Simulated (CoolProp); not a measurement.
R113 along the isotherm 500 K: Z from the reference equation and from simpler models built on Tc = 487.2 K, pc = 3.392 MPa, ω = 0.253; each cubic takes its own stable root.

Model: reference Helmholtz-energy equation of state, Marx 1992, in CoolProp.

```tsv
p (MPa)	phase	reference
1.06	gas	0.8965
2.12	gas	0.7722
3.18	gas	0.6018
4.24	supercritical	0.2777
5.3	supercritical	0.2735
6.36	supercritical	0.3054
7.42	supercritical	0.3412
8.48	supercritical	0.3779
9.54	supercritical	0.4147
10.6	supercritical	0.4515
11.7	supercritical	0.4895
12.7	supercritical	0.5239
13.8	supercritical	0.5613
14.8	supercritical	0.5952
15.9	supercritical	0.6321
17	supercritical	0.6688
```

Q: How far does each simpler model (Soave-Redlich-Kwong, Peng-Robinson) lie from the reference over these 16 states: mean and median of the absolute difference, and the worst?

A: 
- Soave-Redlich-Kwong: mean 9.5 %, median 9.1 %, worst +19.9 % at 500 K and 4.24 MPa
- Peng-Robinson: mean 3.5 %, median 3.0 %, worst +11.1 % at 500 K and 4.24 MPa
